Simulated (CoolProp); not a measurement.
Properties of ammonia along the isotherm 358.5 K (Tc = 405.6 K, pc = 11.36 MPa, ω = 0.256).

Computed with CoolProp (reference Helmholtz-energy equation of state, Gao 2020).

| p (MPa) | phase | cp (kJ/(kg K)) | isothermal compressibility (1/MPa) | expansivity (1/kK) | Prandtl number | fugacity coefficient |
|---|---|---|---|---|---|---|
| 0.018 | gas | 2.197 | 55.61 | 2.799 | (withheld) | 0.9991 |
| 0.0409 | gas | 2.204 | 24.50 | 2.811 | 0.866 | 0.9979 |
| 0.0931 | gas | 2.218 | 10.79 | 2.839 | 0.870 | 0.9953 |
| 0.212 | gas | (withheld) | 4.769 | 2.904 | 0.879 | 0.9892 |
| 0.482 | gas | (withheld) | 2.129 | 3.060 | 0.900 | 0.9755 |
| 1.1 | gas | 2.534 | 0.9687 | 3.474 | 0.953 | 0.9442 |
| 2.5 | gas | 3.194 | 0.4766 | 4.852 | 1.12 | (withheld) |
| 5.68 | liquid | 5.900 | (withheld) | (withheld) | 1.35 | 0.6332 |

Problem. Some entries are withheld; supply them.

Solution. 
- 0.018, Prandtl number: 0.865
- 0.212, cp (kJ/(kg K)): 2.250
- 0.482, cp (kJ/(kg K)): 2.329
- 2.5, fugacity coefficient: 0.8739
- 5.68, isothermal compressibility (1/MPa): 0.005746
- 5.68, expansivity (1/kK): 5.005

Viscosity comes from a separate model (Fenghour 1995). Thermal conductivity comes from a separate model (Tufeu 1984).
